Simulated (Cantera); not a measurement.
An adiabatic, constant-pressure homogeneous reactor starts with H₂ : O₂ : N₂ : H₂O = 1 : 0.357 : 2.43 : 0.35 (molar parts), equivalence ratio 1.4, at 1175 K and 760 Torr.

Model: the H2/O2 subset of GRI-Mech 3.0, which has no nitrogen chemistry, integrated in Cantera.

x: mole fraction; the columns are a selection and need not sum to one.

```
t (s)     T (K)    x H₂        x O₂   x H₂O      x H₂O₂         x O
--------  -----  ------  ----------  ------  ----------  ----------
1.00e-6    1175   0.242      0.0863  0.0846      <1e-12    4.15e-11
2.86e-6    1175   0.242      0.0863  0.0846    4.74e-12    2.13e-10
8.18e-6    1175   0.242      0.0863  0.0846    4.52e-11     1.16e-9
2.34e-5    1175   0.242      0.0863  0.0846    8.14e-10     1.88e-8
6.69e-5    1176   0.241      0.0860  0.0851     1.07e-6     2.50e-5
0.000191   2093  0.0756     0.00336   0.256     2.04e-7     0.00228
0.000548   2279  0.0748    0.000605   0.273     5.63e-8    0.000387
0.00157    2331  0.0750  (withheld)   0.278  (withheld)  (withheld)
0.00448    2339  0.0751     9.30e-5   0.278     1.32e-8     6.02e-5
0.0128     2340  0.0751     9.23e-5   0.278     1.31e-8     5.98e-5
0.0367     2340  0.0751     9.23e-5   0.278     1.31e-8     5.98e-5
0.105      2340  0.0751     9.23e-5   0.278     1.31e-8     5.98e-5
0.300      2340  0.0751     9.23e-5   0.278     1.31e-8     5.98e-5
```

### Question
Complete the blanks.

### Answer

- 0.00157, x O₂: 0.000142
- 0.00157, x H₂O₂: 1.89e-8
- 0.00157, x O: 9.14e-5
